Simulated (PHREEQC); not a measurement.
Make-up at 17 °C: 8.8 mmol/kgw Cu(BF4)2, 36 mmol/kgw H2SO4 and 33 mmol/kgw NaCl. It is in equilibrium with CO2 at log p = -3.5 (atm). Otherwise closed; pH follows from the charge balance.

Computed with PHREEQC (ion-association model, wateq4f.dat).

Precipitation was switched off in this run.

Q: Order these Cu species by the share of Cu that they hold, largest first: Cu+2, CuSO4, CuCl+.

A: Cu+2 (73 %), CuSO4 (25 %), CuCl+ (1.7 %)

The pH is 1.39 and the ionic strength 0.115 mol/kgw. Real BF4- forms and hydrolyses slowly; the run takes it at equilibrium.
